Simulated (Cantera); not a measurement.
A closed system holds: 1 mol Al(CH3)3, 15 mol N2, 560 mol H2, equilibrated at 1675 °C.

Method: chemical equilibrium by Gibbs-energy minimisation in Cantera with the NASA 1993 tables (ideal gas, pure condensed phases). Candidate condensed phases: Al, AlN, C, C6H6, C7H8, C8H18; 97 gas species. The feed counts by its element totals alone. Kinetics and transport are ignored.

log p: log10 of the partial pressure in bar; n: condensed amount in mol.

| P (Pa) | log p H2 | log p H | log p N2 | log p HCN | log p Al | n C(graphite) | n AlN(s) |
|---|---|---|---|---|---|---|---|
| 10 | -4.06 | -4.98 | -5.63 | -6.77 | ? | 1.32 | 0 |
| 46 | -3.37 | -4.63 | -4.95 | -6.09 | ? | 1.29 | 0 |
| 220 | -2.68 | -4.29 | -4.27 | -5.40 | ? | 1.27 | 0 |
| 1000 | -2.02 | -3.96 | -3.61 | -4.73 | ? | 1.26 | 0 |
| 4600 | -1.35 | -3.62 | -2.94 | -4.07 | ? | 1.25 | 0 |
| 22000 | -0.67 | -3.28 | -2.27 | -3.39 | ? | 1.21 | 0.691 |
| 100000 | -0.01 | -2.95 | -1.62 | -2.74 | ? | 0.998 | 0.963 |

**Question.** What belongs in the gaps?

**Answer.** 
- 10, log p Al: -6.79
- 46, log p Al: -6.11
- 220, log p Al: -5.43
- 1000, log p Al: -4.78
- 4600, log p Al: -4.13
- 22000, log p Al: -3.99
- 100000, log p Al: -4.32
